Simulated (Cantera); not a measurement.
# Adiabatic ignition

An adiabatic, constant-volume homogeneous reactor starts with H2 : O2 : N2 : NO = 1 : 0.794 : 2.98 : 0.0072 (molar parts), at 998 K and 300000 Pa.

Cantera simulation using GRI-Mech 3.0 (53 species, 325 reactions); the numbers are that mechanism's predictions, not measurements. The hydrogen kinetics of GRI-Mech 3.0 are dated; newer H2 mechanisms differ, most at raised pressure. The mechanism lacks 2 NO + O2 → 2 NO2 and HONO, so NO2 and the effect of NO are under-described below about 1400 K.

```json
[
 {"t (s)": "1.00e-6", "T (K)": "998", "P (bar)": "3.00", "x H2": "0.209", "x O2": "0.166", "x NO": "0.00151", "x N2O": "<1e-12", "x OH": "3.35e-12", "x H": "5.02e-11"},
 {"t (s)": "3.16e-6", "T (K)": "998", "P (bar)": "3.00", "x H2": "0.209", "x O2": "0.166", "x NO": "0.00151", "x N2O": "<1e-12", "x OH": "1.26e-11", "x H": "1.31e-10"},
 {"t (s)": "1.00e-5", "T (K)": "998", "P (bar)": "3.00", "x H2": "0.209", "x O2": "0.166", "x NO": "0.00151", "x N2O": "6.16e-12", "x OH": "5.53e-11", "x H": "4.65e-10"},
 {"t (s)": "3.16e-5", "T (K)": "998", "P (bar)": "3.00", "x H2": "0.209", "x O2": "0.166", "x NO": "0.00151", "x N2O": "1.48e-10", "x OH": "6.06e-10", "x H": "4.74e-9"},
 {"t (s)": "0.000100", "T (K)": "998", "P (bar)": "3.00", "x H2": "0.209", "x O2": "0.166", "x NO": "0.00149", "x N2O": "8.43e-8", "x OH": "3.03e-7", "x H": "2.19e-6"},
 {"t (s)": "0.000316", "T (K)": "2690", "P (bar)": "7.31", "x H2": "0.00449", "x O2": "0.0639", "x NO": "0.00349", "x N2O": "1.99e-6", "x OH": "0.0168", "x H": "0.00137"},
 {"t (s)": "0.00100", "T (K)": "2679", "P (bar)": "7.27", "x H2": "0.00441", "x O2": "0.0611", "x NO": "0.00957", "x N2O": "2.02e-6", "x OH": "0.0161", "x H": "0.00130"},
 {"t (s)": "0.00316", "T (K)": "2670", "P (bar)": "7.25", "x H2": "0.00434", "x O2": "0.0588", "x NO": "0.0145", "x N2O": "2.09e-6", "x OH": "0.0156", "x H": "0.00125"},
 {"t (s)": "0.0100", "T (K)": "2669", "P (bar)": "7.24", "x H2": "0.00433", "x O2": "0.0586", "x NO": "0.0150", "x N2O": "2.09e-6", "x OH": "0.0156", "x H": "0.00124"},
 {"t (s)": "0.0316", "T (K)": "2669", "P (bar)": "7.24", "x H2": "0.00433", "x O2": "0.0586", "x NO": "0.0150", "x N2O": "2.09e-6", "x OH": "0.0156", "x H": "0.00124"},
 {"t (s)": "0.100", "T (K)": "2669", "P (bar)": "7.24", "x H2": "0.00433", "x O2": "0.0586", "x NO": "0.0150", "x N2O": "2.09e-6", "x OH": "0.0156", "x H": "0.00124"}
]
```
x: mole fraction; the columns are a selection and need not sum to one.

- time of steepest temperature rise = 0.176 ms
- temperature at 0.100 s = 2669 K
- equilibrium temperature = 2669 K
- x(H2) at 0.100 s = 0.00433 (gas-phase equilibrium 0.00433)
- x(O2) at 0.100 s = 0.0586 (gas-phase equilibrium 0.0586)
- x(NO) at 0.100 s = 0.0150 (gas-phase equilibrium 0.0150)
